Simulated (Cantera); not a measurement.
## Premixed flame

A freely propagating, adiabatic, planar premixed flame of CH3OH : O2 : N2 = 1 : 1.79 : 4.64 (molar parts), equivalence ratio 0.84, unburnt at 525 K and 1580 Torr; mixture-averaged transport, grid criteria slope 0.08 and curve 0.16, no radiation.

Cantera simulation using GRI-Mech 3.0 (53 species, 325 reactions); the numbers are that mechanism's predictions, not measurements. GRI-Mech 3.0 was tuned for natural gas; its chemistry of methanol as a main component is partial and can be far from experiment. Burning velocities carry a grid error of a few per cent, more on coarse grids.

| z (mm) | T (K) | u (m/s) | x CH3OH | x O2 | x H2 | x CO | x HCO | x CH2O |
|---|---|---|---|---|---|---|---|---|
| -0.376 | 525 | 1.14 | 0.134 | 0.241 | 0.00147 | 8.25e-6 | <1e-8 | 5.19e-7 |
| -0.251 | 527 | 1.15 | 0.134 | 0.240 | 0.00403 | 9.38e-5 | <1e-8 | 8.04e-6 |
| -0.188 | 536 | 1.17 | 0.133 | 0.238 | 0.00705 | 0.000446 | <1e-8 | 4.91e-5 |
| -0.125 | 596 | 1.32 | 0.129 | 0.231 | 0.0128 | 0.00307 | <1e-8 | 0.000489 |
| -0.0627 | 950 | 2.17 | 0.0980 | 0.195 | 0.0218 | 0.0208 | 5.64e-8 | 0.00476 |
| -0.0314 | 1355 | 3.19 | 0.0542 | 0.154 | 0.0266 | 0.0445 | 1.84e-5 | 0.0107 |
| 0 | 1794 | 4.36 | 0.00764 | 0.108 | 0.0269 | 0.0718 | 0.000263 | 0.00688 |
| 0.0314 | 1960 | 4.78 | 7.55e-5 | 0.0801 | 0.0179 | 0.0672 | 3.16e-5 | 0.000251 |
| 0.0627 | 2029 | 4.92 | 2.45e-7 | 0.0660 | 0.0133 | 0.0532 | 5.35e-7 | 2.21e-6 |
| 0.125 | 2128 | 5.11 | <1e-8 | 0.0560 | 0.0115 | 0.0370 | 8.97e-8 | <1e-8 |
| 0.251 | 2246 | 5.34 | <1e-8 | 0.0497 | 0.00983 | 0.0261 | 3.89e-8 | <1e-8 |
| 0.502 | 2357 | 5.57 | <1e-8 | 0.0453 | 0.00722 | 0.0197 | 1.49e-8 | <1e-8 |
| 1.00 | 2434 | 5.72 | <1e-8 | 0.0423 | 0.00516 | 0.0147 | <1e-8 | <1e-8 |
x: mole fraction of selected species; z is measured from the peak of heat release.

| Property | Result |
|---|---|
| laminar burning velocity | 114 cm/s |
| thermal thickness | 0.125 mm |
| peak x(H2) | 0.0281 |
| peak x(CO) | 0.0740 |
| peak x(HCO) | 0.000264 |
| peak x(CH2O) | 0.0117 |
